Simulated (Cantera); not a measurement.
**Stirred combustor or abatement burner**

A perfectly stirred reactor is fed with CO : H2 : CH4 : O2 : N2 : H2O = 1 : 0.065 : 0.49 : 0.945 : 3.55 : 1.7 (molar parts), equivalence ratio 1.6, at 7.01 atm; it is adiabatic with a 700 K inlet, and is followed from long to short residence time, starting on the burning branch (τ in s: 0.047, 0.023, 0.011, 0.0054, 0.0026, 0.0013, 0.00061, 0.0003, 0.00014, 7e-05, 3.4e-05, 1.6e-05).

Computed with Cantera and GRI-Mech 3.0 (53 species, 325 reactions).

```csv
τ (s),T (K),x CO,x H2,x CH4,x HO2,x N2O,x OH
0.047,1960,0.0872,0.0554,0.000782,5.93e-8,1.22e-9,7.04e-5
0.023,1961,0.0865,0.0540,0.00126,1.19e-7,1.65e-9,7.65e-5
0.011,1961,0.0855,0.0521,0.00188,2.43e-7,2.50e-9,8.61e-5
0.0054,1958,0.0849,0.0497,0.00257,4.90e-7,4.01e-9,9.94e-5
0.0026,1951,0.0850,0.0470,0.00329,1.03e-6,6.87e-9,0.000118
0.0013,1935,0.0866,0.0441,0.00395,2.19e-6,1.19e-8,0.000141
0.00061,1902,0.0912,0.0403,0.00480,5.45e-6,2.27e-8,0.000166
0.00030,1816,0.102,0.0341,0.00663,1.74e-5,5.08e-8,0.000156
0.00014,700,0.129,0.00839,0.0632,<1e-12,<1e-12,<1e-12
7.0e-5,700,0.129,0.00839,0.0632,<1e-12,<1e-12,<1e-12
3.4e-5,700,0.129,0.00839,0.0632,<1e-12,<1e-12,<1e-12
1.6e-5,700,0.129,0.00839,0.0632,<1e-12,<1e-12,<1e-12
```
x: mole fraction; the columns are a selection and need not sum to one.
